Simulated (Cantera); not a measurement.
Input: 1 mol TEOS, 7.2 mol O2, 12 mol N2, held at 1598.15 K and 13.3 mbar.

These are equilibrium values from Cantera (NASA tables, ideal gas, pure condensed phases), not measurements of a reactor. Candidate condensed phases: C, C6H6, C7H8, C8H18, H2O, Si, SiC, SiO2, Si2N2O, Si3N4; 151 gas species. The feed counts by its element totals alone. The tables hold silica as quartz up to 1696 K and as liquid above; real silica turns to tridymite and cristobalite and melts near 1996 K. The numbers say what is thermodynamically allowed, not how fast it happens.

Base state: N2 0.400, H2O 0.195, CO 0.181, H2 0.138, CO2 0.0852, H 0.000172 (mole fractions); condensed: SiO2(β-quartz).

Question: What changes in the equilibrium state with this change: temperature from 1598.15 K to 798.15 K?

Answer: 
| species | before | after |
|---|---|---|
| N2 | 0.400 | 0.400 |
| H2 | 0.138 | 0.229 |
| CO2 | 0.0852 | 0.176 |
| CO | 0.181 | 0.0906 |
| H2O | 0.195 | 0.104 |
| H | 0.000172 | <1e-9 |
| CH4 | <1e-9 | 6.33e-5 |
| SiO2(β-quartz), mol | 1.000 | 0 |
| SiO2(α-quartz), mol | 0 | 1.00 |
